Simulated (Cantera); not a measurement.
A closed system holds: 1 mol Si2H6, 0.55 mol N2O, 2.4 mol CO2, at 100 Torr.

Equilibrium computed with Cantera from the NASA thermochemical tables; the gas is ideal and each condensed phase is pure. Candidate condensed phases: C, C6H6, C7H8, C8H18, H2O, Si, SiC, SiO2, Si2N2O, Si3N4; 151 gas species. The feed counts by its element totals alone. Equilibrium is a limit: real reactors are often held back by kinetics, nucleation or transport. All values below are at 375 °C.

Base state: H2O 0.299, H2 0.242, CH4 0.213, N2 0.177, CO2 0.0663, CO 0.00336, NH3 0.000129 (mole fractions); condensed: C(graphite) + SiO2(α-quartz).

Task: What changes in the equilibrium state with this change: CO2 from 2.4 to 15 mol?

Result: 
| species | before | after |
|---|---|---|
| CO2 | 0.0663 | 0.767 |
| H2O | 0.299 | 0.147 |
| N2 | 0.177 | 0.0351 |
| CH4 | 0.213 | 0.00446 |
| H2 | 0.242 | 0.0350 |
| CO | 0.00336 | 0.0114 |
| NH3 | 0.000129 | 3.16e-6 |
| C(graphite), mol | 1.52 | 2.72 |
| SiO2(α-quartz), mol | 2.00 | 2.00 |
